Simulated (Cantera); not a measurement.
A Cantera script and what it prints.

```python
import numpy as np
import cantera as ct

gas_names = [...]  # 136 gases of nasa_gas.yaml made of C, H, N, O
cond_names = """
    C(gr) C6H6(L) C7H8(L) C8H18(L),n-octa H2O(s) H2O(L)
""".split()


# ... load() reads the species with a 1 bar reference pressure and builds the phases ...
atoms = {
    'acetone': {'C': 3, 'H': 6, 'O': 1},
    'H2O': {'H': 2, 'O': 1},
    'N2': {'N': 2},
}
top_T = {'C(gr)': 4500}  # K; cautious upper limits of use, not melting points


# ... equilibrate(T, P, feed) seeds the gas with the atoms and calls Mixture.equilibrate('TP', solver="vcs", rtol=1e-11, max_steps=5000) ...
results = []
feed = {'acetone': 1, 'H2O': 0.2, 'N2': 37}  # mol
T = 2448.15  # K
P = 11000  # Pa
mix = equilibrate(T, P, feed)
results.append((T, P, feed, dict(zip(mix.species_names, mix.species_moles))))
print(gas.report(threshold=0.0001))
for i in range(1, mix.n_phases):
    print(f"{mix.phase(i).name:16s} {mix.phase_moles(i):12.5e} mol")
```

It prints:

```
       temperature   2448.2 K
          pressure   11000 Pa
           density   0.01406 kg/m^3
  mean mol. weight   26.017 kg/kmol
   phase of matter   gas

                          1 kg             1 kmol
                     ---------------   ---------------
          enthalpy        2.8817e+06        7.4974e+07  J
   internal energy        2.0994e+06        5.4619e+07  J
           entropy             10673        2.7769e+05  J/K
    Gibbs function       -2.3248e+07       -6.0485e+08  J
 heat capacity c_p            1412.7             36753  J/K
 heat capacity c_v            1093.1             28439  J/K

                      mass frac. Y      mole frac. X     chem. pot. / RT
                     ---------------   ---------------   ---------------
                CN        0.00018765        0.00018764           -18.203
                CO          0.030972          0.028768           -39.597
    C2H2,acetylene        0.00052668        0.00052625            -31.58
                 H        0.00057388          0.014812           -12.575
               HCN          0.014898          0.014341           -30.779
               HNC         0.0016412           0.00158           -30.779
                H2         0.0047124          0.060814           -25.151
                N2           0.94637           0.87891           -29.978
     [ +128 minor]        0.00011563        6.4427e-05

C(gr)             1.07862e+00 mol
```

Method: chemical equilibrium by Gibbs-energy minimisation in Cantera with the NASA 1993 tables (ideal gas, pure condensed phases). The feed counts by its element totals alone.
